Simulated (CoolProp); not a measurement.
C3F8 (R218) at 293.15 K and 0.465 MPa is compressed adiabatically to 2.9 MPa with isentropic efficiency 0.85. Each further row changes one setting.

Model: reference Helmholtz-energy equation of state, Lemmon 2006, in CoolProp. It is a short technical equation, of lower accuracy than the large ones.

| case | work (kJ/kg) | final temperature (K) | final density (kg/m³) |
|---|---|---|---|
| as stated | [?] | 354.6 | [?] |
| efficiency 1 | [?] | [?] | 425 |
| efficiency 0.65 | 27.9 | 358.0 | [?] |

**Question.** Fill in the missing entries.

**Answer.** 
- as stated, work (kJ/kg): 21.3
- as stated, final density (kg/m³): 399
- efficiency 1, work (kJ/kg): 18.1
- efficiency 1, final temperature (K): 353.2
- efficiency 0.65, final density (kg/m³): 356
